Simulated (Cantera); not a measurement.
An isothermal, constant-pressure homogeneous reactor starts with NH3 : N2 = 1 : 0.27 (molar parts), at 2125 K and 2.00 bar. Integrator tolerance rtol = 1e-08.

Computed with Cantera and the gas-phase N/H chemistry of the illustrative SiF4/NH3 mechanism in the Surface Chemkin manual (1991). Walls and surfaces, which speed up NH3 decomposition in real reactors, are not modelled.

Problem. What does this change do: temperature 2125 to 1625 K?

Solution. 
```json
[
 {"quantity": "x(NH3) at 1.00 s", "before": "7.63e-5 (gas-phase equilibrium 1.03e-5)", "after": "0.522 (gas-phase equilibrium 2.70e-5)"},
 {"quantity": "x(NH2) at 1.00 s", "before": "7.36e-7 (gas-phase equilibrium 9.92e-8)", "after": "7.18e-5 (gas-phase equilibrium 4.04e-9)"},
 {"quantity": "x(N) at 1.00 s", "before": "1.50e-8 (gas-phase equilibrium 2.02e-9)", "after": "6.20e-9 (gas-phase equilibrium <1e-12)"},
 {"quantity": "x(N2) at 1.00 s", "before": "0.339 (gas-phase equilibrium 0.339)", "after": "0.255 (gas-phase equilibrium 0.339)"},
 {"quantity": "x(NH) at 1.00 s", "before": "6.50e-8 (gas-phase equilibrium 8.75e-9)", "after": "2.72e-7 (gas-phase equilibrium 1.75e-11)"},
 {"quantity": "x(H2) at 1.00 s", "before": "0.659 (gas-phase equilibrium 0.659)", "after": "0.222 (gas-phase equilibrium 0.661)"}
]
```

Problem. What does this change do: temperature 2125 to 1498 K?

Solution. 
```json
[
 {"quantity": "x(NH3) at 1.00 s", "before": "7.63e-5 (gas-phase equilibrium 1.03e-5)", "after": "0.743 (gas-phase equilibrium 3.84e-5)"},
 {"quantity": "x(NH2) at 1.00 s", "before": "7.36e-7 (gas-phase equilibrium 9.92e-8)", "after": "3.38e-5 (gas-phase equilibrium 1.27e-9)"},
 {"quantity": "x(N) at 1.00 s", "before": "1.50e-8 (gas-phase equilibrium 2.02e-9)", "after": "6.62e-10 (gas-phase equilibrium <1e-12)"},
 {"quantity": "x(N2) at 1.00 s", "before": "0.339 (gas-phase equilibrium 0.339)", "after": "0.220 (gas-phase equilibrium 0.339)"},
 {"quantity": "x(NH) at 1.00 s", "before": "6.50e-8 (gas-phase equilibrium 8.75e-9)", "after": "5.86e-8 (gas-phase equilibrium 1.86e-12)"},
 {"quantity": "x(H2) at 1.00 s", "before": "0.659 (gas-phase equilibrium 0.659)", "after": "0.0373 (gas-phase equilibrium 0.661)"}
]
```
